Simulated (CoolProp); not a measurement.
Values from CoolProp's reference Helmholtz-energy equation of state, Lemmon 2006. It is a short technical equation, of lower accuracy than the large ones.

**Question.** For toluene, give the phase and the density (kg/m³), speed of sound (m/s), Joule-Thomson coefficient (K/MPa), viscosity (µPa s) at 620 K and 5.63 bar; 620 K and 45 bar; 620 K and 50.6 bar.

**Answer.** 
- 620 K and 5.63 bar: gas; density 10.5, speed of sound 232, Joule-Thomson coefficient 6.84, viscosity 14.2
- 620 K and 45 bar: supercritical; density 148, speed of sound 141, Joule-Thomson coefficient 12.5, viscosity 17.9
- 620 K and 50.6 bar: supercritical; density 203, speed of sound 124, Joule-Thomson coefficient 13.5, viscosity 21.1

Viscosity comes from a separate model (Avgeri 2015).
